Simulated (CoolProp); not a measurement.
CF4 (R14) along the isotherm -27.35 °C: density (kg/m³) from the reference equation and from simpler models built on Tc = -45.8 °C, pc = 3.762 MPa, ω = 0.178; each cubic takes its own stable root.

Model: reference Helmholtz-energy equation of state, Platzer 1990, in CoolProp. This equation is an older, rougher fit; its heat capacities, sound speeds and derivatives of the liquid may be far off and weren't checked against measurements.

```tsv
p (MPa)	phase	reference	ideal gas	van der Waals	Peng-Robinson
0.403	gas	17.87	17.35	17.83	17.94
0.806	gas	36.88	34.71	36.72	37.15
1.21	gas	57.24	52.10	56.91	57.89
1.61	gas	78.92	69.33	78.37	80.14
2.02	gas	103.0	86.98	102.2	105.0
2.42	gas	128.7	104.2	127.8	131.8
2.82	gas	157.0	121.4	156.2	161.5
3.22	gas	188.8	138.7	188.6	195.0
3.63	gas	226.1	156.3	227.6	234.2
4.03	supercritical	268.7	173.5	274.7	278.8
4.43	supercritical	320.1	190.8	337.5	331.7
4.84	supercritical	385.6	208.4	430.4	396.9
5.24	supercritical	465.6	225.6	526.2	472.0
5.64	supercritical	557.9	242.9	588.4	553.1
```
